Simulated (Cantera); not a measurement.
An isothermal, constant-pressure homogeneous reactor starts with 14.1 % C2H4, 85.9 % H2, at 1900 K and 2670 Pa.

Model: GRI-Mech 3.0 (53 species, 325 reactions), integrated in Cantera. GRI-Mech 3.0 was tuned for natural gas; its chemistry of ethylene as a main component is partial and can be far from experiment. GRI-Mech 3.0 stops at C3 and has no aromatics, soot or wall deposition, so with more carbon than oxygen in the feed, carbon stays in small species such as C2H2 where larger ones or solid carbon would form. Radical loss at walls, strong at low pressure, is not modelled.

x: mole fraction; the columns are a selection and need not sum to one.

```csv
t (s),x C2H4,x H2,x C2H6,x C2H,x CH4,x CH2,x CH3
2.00e-5,0.140,0.859,7.16e-9,3.65e-11,7.60e-10,6.32e-10,1.63e-9
5.00e-5,0.139,0.859,2.06e-8,2.31e-10,1.02e-8,2.93e-9,8.77e-9
0.000125,0.135,0.860,4.32e-8,1.45e-9,9.68e-8,1.03e-8,2.83e-8
0.000313,0.127,0.861,7.03e-8,8.99e-9,6.33e-7,2.76e-8,6.39e-8
0.000783,0.107,0.863,9.85e-8,5.07e-8,3.26e-6,5.62e-8,1.24e-7
0.00196,0.0663,0.868,9.13e-8,1.98e-7,1.22e-5,6.19e-8,1.82e-7
0.00490,0.0178,0.874,3.12e-8,4.57e-7,2.61e-5,2.33e-8,2.19e-7
0.0123,?,0.876,?,?,3.22e-5,?,?
0.0306,4.60e-5,0.875,2.11e-10,3.02e-6,3.23e-5,3.12e-9,1.21e-6
0.0766,?,0.873,1.97e-10,?,3.42e-5,?,?
0.192,3.47e-5,0.872,1.89e-10,8.27e-6,4.53e-5,2.97e-8,4.65e-6
0.480,3.45e-5,0.872,2.24e-10,8.43e-6,7.57e-5,5.11e-8,7.93e-6
1.20,3.45e-5,0.872,3.54e-10,8.42e-6,0.000138,9.20e-8,1.44e-5
3.00,3.45e-5,0.872,5.74e-10,8.42e-6,0.000204,1.36e-7,2.13e-5
```

Task: What belongs in the gaps?

Result: 
- 0.0123, x C2H4: 0.000354
- 0.0123, x C2H6: 1.03e-9
- 0.0123, x C2H: 1.11e-6
- 0.0123, x CH2: 1.38e-9
- 0.0123, x CH3: 4.49e-7
- 0.0766, x C2H4: 3.75e-5
- 0.0766, x C2H: 6.26e-6
- 0.0766, x CH2: 1.32e-8
- 0.0766, x CH3: 2.66e-6
